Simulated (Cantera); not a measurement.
A closed system holds: 1 mol Pb, 0.88 mol O2, 11 mol N2, a varied amount of CO, held at 1275 °C and 1 atm.

These are equilibrium values from Cantera (NASA tables, ideal gas, pure condensed phases), not measurements of a reactor. Candidate condensed phases: C, Pb, PbO, PbO2, Pb3O4; 27 gas species. Each liquid is taken as pure. Mutual solubility and eutectic melting of coexisting phases are not modelled. Gases not in the tables: (PbO)n polymers. The numbers say what is thermodynamically allowed, not how fast it happens.

Question: Which condensed phases are stable at each of these points (n(CO) (mol)): 0.63, 0.78, 0.97, 1.2, 1.5, 1.9, 2.3, 2.8, 3.5, 4.4, 5.4, 6.7, 8.4?

Answer: 
```csv
n(CO) (mol),condensed phases,Pb condensed (%)
0.63,PbO(l),79.6
0.78,PbO(l),76.8
0.97,PbO(l),59.5
1.2,PbO(l),36.1
1.5,Pb(l) + PbO(l),28.9
1.9,Pb(l),48.1
2.3,Pb(l),47.1
2.8,Pb(l),45.3
3.5,Pb(l),42.6
4.4,Pb(l),39.0
5.4,Pb(l),35.1
6.7,Pb(l),30.0
8.4,Pb(l),23.3
```

From 0.63 mol CO to 1.2 mol CO the condensed part is PbO(l). At 1.5 mol CO the condensed part is Pb(l) + PbO(l). From 1.9 mol CO to 8.4 mol CO the condensed part is Pb(l). The share of Pb in condensed phases is highest at 0.63 mol CO (79.6 %) and lowest at 8.4 mol CO (23.3 %).
